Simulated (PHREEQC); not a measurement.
Dissolve 18 mmol/kgw HF and 0.55 mmol/kgw ZnSO4 at 30 °C. Closed to the air; pH follows from the charge balance.

The numbers come from PHREEQC with the ion-association model, phreeqc.dat.

```tsv
quantity	before	after
pH	2.52	3.19
ionic strength (mol/kgw)	0.00519	0.0206
HF (mol/kgw)	0.0145	0.0161
F- (mol/kgw)	0.00315	0.0176
Zn+2 (mol/kgw)	0.000505	0.000462
SO4-2 (mol/kgw)	0.000414	0.000473
```

Q: Which change was made?
A) HF replaced by KHF2 at the same molality
B) diluted 100-fold with water
C) temperature from 30 to 70 °C
D) temperature from 30 to 80 °C

A: A, HF replaced by KHF2 at the same molality

This is a speciation only: nothing precipitates in the calculation.
